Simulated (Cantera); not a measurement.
An adiabatic, constant-pressure homogeneous reactor starts with CO : H2 : O2 : N2 : H2O = 1 : 0.049 : 0.541 : 5.08 : 1.6 (molar parts), at 1700 K and 5.00 bar.

Cantera simulation using GRI-Mech 3.0 (53 species, 325 reactions); the numbers are that mechanism's predictions, not measurements. The hydrogen kinetics of GRI-Mech 3.0 are dated; newer H2 mechanisms differ, most at raised pressure.

One state of this run: T (K) = 2416; x CO = 0.0162; x H2 = 0.00484; x O2 = 0.0110; x NO = 6.40e-5; x CO2 = 0.111; x H = 0.000750. x: mole fraction; the columns are a selection and need not sum to one.

Question: Which value of t (s) does it belong to?
A) 2.48e-5
B) 0.000123
C) 0.00301
D) 5.00e-6

Answer: B, 0.000123
